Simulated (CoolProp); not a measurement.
A single-stage vapour-compression cycle with the fluid: evaporating at 312.15 K (dew point), condensing at 357.15 K (bubble point), superheat 2 K, subcooling 8 K, compressor efficiency 0.8, no pressure losses. The same conditions are run with several fluids, on thermodynamics alone (safety and materials aside).

Computed with CoolProp (reference Helmholtz-energy equation of state of each fluid (fluoroethane (R161): Wu 2012; R124: de Vries 1995; R21: Platzer 1990; n-hexane: Thol 2019; R245fa: Akasaka 2015; hydrogen sulfide: Lemmon 2006)). The equations of Platzer and Polt are older, rougher fits.

| fluid | cooling COP | pressure ratio | discharge temperature (K) | refrigerating effect (kJ/kg) | volumetric capacity (kJ/m³) |
|---|---|---|---|---|---|
| fluoroethane (R161) | ? | 2.67 | 376.9 | 223 | 6880 |
| R124 | 4.34 | ? | 360.1 | 94.1 | ? |
| R21 | 4.93 | 3.28 | 382.4 | 182 | 2220 |
| n-hexane | ? | 4.46 | 357.1 | 271 | 327 |
| R245fa | ? | ? | 357.1 | 133 | 1790 |
| hydrogen sulfide | 3.97 | 2.44 | ? | 292 | ? |

Task: Some entries are withheld; supply them.

Result: 
- fluoroethane (R161), cooling COP: 4.18
- R124, pressure ratio: 2.98
- R124, volumetric capacity (kJ/m³): 3300
- n-hexane, cooling COP: 4.84
- R245fa, cooling COP: 4.64
- R245fa, pressure ratio: 3.59
- hydrogen sulfide, discharge temperature (K): 406.6
- hydrogen sulfide, volumetric capacity (kJ/m³): 13700

The compression ends wet for: n-hexane; R245fa.
